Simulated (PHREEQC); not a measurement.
A solution holds 0.59 mol HCl and 0.016 mol AlCl3 per kg of water, at 25 °C. Closed to the air; pH follows from the charge balance.

Computed with PHREEQC (ion-association model, phreeqc.dat).

The ionic strength comes out as 0.686 mol/kgw. What activity coefficients do Cl-, H+, Al+3 get?

Cl- 0.63, H+ 0.76, Al+3 0.079.

This is a speciation only: nothing precipitates in the calculation.
